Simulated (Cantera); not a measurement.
## Hydrocarbon pyrolysis for carbon deposition

An isothermal, constant-pressure homogeneous reactor starts with C₃H₈ : H₂ = 1 : 2.9 (molar parts), at 1550 K and 66.0 Torr.

Computed with Cantera and GRI-Mech 3.0 (53 species, 325 reactions). GRI-Mech 3.0 was tuned for natural gas; its chemistry of propane as a main component is partial and can be far from experiment. GRI-Mech 3.0 stops at C3 and has no aromatics, soot or wall deposition, so with more carbon than oxygen in the feed, carbon stays in small species such as C2H2 where larger ones or solid carbon would form.

```csv
t (s),x C₃H₈,x H₂,x C₂H,x CH₂,x CH₃,x C₂H₄,x H
1.00e-6,0.256,0.743,<1e-12,7.82e-10,0.000399,3.36e-5,1.95e-5
8.36e-6,0.249,0.740,<1e-12,5.25e-7,0.00432,0.00327,0.000173
6.99e-5,0.129,0.676,4.87e-9,9.45e-6,0.0202,0.0914,0.000833
0.000585,0.000467,0.622,7.61e-8,7.32e-7,0.00229,0.149,0.000386
0.00489,9.38e-8,0.642,2.49e-8,2.79e-8,0.000340,0.0928,6.48e-5
0.0409,1.60e-8,0.668,3.29e-8,1.67e-8,0.000252,0.0176,5.41e-5
0.342,7.75e-9,0.687,4.06e-8,1.74e-8,0.000240,0.00237,6.17e-5
2.86,1.43e-9,0.741,5.31e-8,1.07e-8,0.000122,0.00237,7.77e-5
23.9,2.03e-10,0.772,6.51e-8,3.80e-9,3.56e-5,0.00249,9.37e-5
200,1.93e-10,0.772,6.53e-8,3.65e-9,3.40e-5,0.00250,9.39e-5
```
x: mole fraction; the columns are a selection and need not sum to one.

Equilibrium at this temperature and pressure: C₃H₈ 1.93e-10, H₂ 0.772, C₂H 6.53e-8, CH₂ 3.65e-9, CH₃ 3.40e-5, C₂H₄ 0.00250, H 9.39e-5 (gas phase only).
